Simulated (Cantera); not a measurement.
# Thermodynamics of silicon nitride deposition, feed SiHCl3 + NH3

Input: 1 mol SiHCl3, 3.8 mol NH3, equilibrated at 5.80 Pa.

Method: chemical equilibrium by Gibbs-energy minimisation in Cantera with the NASA 1993 tables (ideal gas, pure condensed phases). Candidate condensed phases: NH4Cl, Si, Si3N4; 28 gas species. The tables' values for SiCl, SiCl3, SiN are old estimates; treat these amounts as uncertain. The numbers say what is thermodynamically allowed, not how fast it happens.

From 1300 K to 1375 K the condensed part is Si3N4(s). From 1450 K to 1675 K the condensed part is Si(s). At 1750 K nothing is condensed. The main Si-bearing gas is SiCl2 throughout. The share of Si in condensed phases is highest at 1300 K (62.1 %) and lowest at 1750 K (0.0 %).

```json
[
 {"T (K)": "1300", "x H2": "0.554", "x HCl": "0.243", "x N2": "0.162", "x SiCl2": "0.0400", "x H": "0.000108", "x Si": "1.05e-7", "x Cl": "4.00e-5", "x SiCl": "1.36e-6", "n Si3N4(s)": "0.207", "n Si(s)": "0"},
 {"T (K)": "1375", "x H2": "0.573", "x HCl": "0.175", "x N2": "0.179", "x SiCl2": "0.0709", "x H": "0.000341", "x Si": "3.24e-6", "x Cl": "8.64e-5", "x SiCl": "1.33e-5", "n Si3N4(s)": "0.109", "n Si(s)": "0"},
 {"T (K)": "1450", "x H2": "0.580", "x HCl": "0.130", "x N2": "0.198", "x SiCl2": "0.0903", "x H": "0.000946", "x Si": "5.31e-5", "x Cl": "0.000173", "x SiCl": "7.83e-5", "n Si3N4(s)": "0", "n Si(s)": "0.128"},
 {"T (K)": "1525", "x H2": "0.580", "x HCl": "0.127", "x N2": "0.198", "x SiCl2": "0.0916", "x H": "0.00237", "x Si": "0.000325", "x Cl": "0.000417", "x SiCl": "0.000245", "n Si3N4(s)": "0", "n Si(s)": "0.111"},
 {"T (K)": "1600", "x H2": "0.578", "x HCl": "0.124", "x N2": "0.197", "x SiCl2": "0.0922", "x H": "0.00543", "x Si": "0.00168", "x Cl": "0.000924", "x SiCl": "0.000688", "n Si3N4(s)": "0", "n Si(s)": "0.0850"},
 {"T (K)": "1675", "x H2": "0.570", "x HCl": "0.120", "x N2": "0.195", "x SiCl2": "0.0917", "x H": "0.0115", "x Si": "0.00748", "x Cl": "0.00190", "x SiCl": "0.00174", "n Si3N4(s)": "0", "n Si(s)": "0.0128"},
 {"T (K)": "1750", "x H2": "0.545", "x HCl": "0.136", "x N2": "0.191", "x SiCl2": "0.0792", "x H": "0.0225", "x Si": "0.0181", "x Cl": "0.00435", "x SiCl": "0.00299", "n Si3N4(s)": "0", "n Si(s)": "0"}
]
```
x: gas mole fraction; n: condensed amount in mol.
